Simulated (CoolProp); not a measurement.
Saturation properties of vinyl chloride (Tc = 425.0 K, pc = 5600 kPa, ω = 0.160).

Model: reference Helmholtz-energy equation of state, Thol 2022, in CoolProp.

| T (K) | p (kPa) | liquid density (kg/m³) | vapour density (kg/m³) | enthalpy of vaporisation (kJ/kg) | liquid cp (kJ/(kg K)) |
|---|---|---|---|---|---|
| 302.5 | ___ | 891.0 | 12.17 | 318.3 | 1.541 |
| 316.5 | 659.8 | 863.6 | 17.58 | 304.8 | ___ |
| 330.5 | 936.5 | 834.8 | 24.74 | 290.2 | 1.622 |
| 344.5 | 1291 | 804.1 | 34.12 | 274.0 | 1.684 |
| 358.5 | 1734 | ___ | 46.41 | 255.7 | 1.772 |
| 372.5 | 2282 | 733.4 | 62.71 | 234.4 | 1.906 |
| 386.6 | 2954 | 689.5 | 85.24 | 208.4 | 2.137 |
| 400.6 | 3761 | ___ | 118.1 | 174.8 | 2.612 |

Task: Complete the blanks.

Result: 
- 302.5, p (kPa): 448.8
- 316.5, liquid cp (kJ/(kg K)): 1.576
- 358.5, liquid density (kg/m³): 770.7
- 400.6, liquid density (kg/m³): 634.9

It boils at 259.3 K under 1 atm.
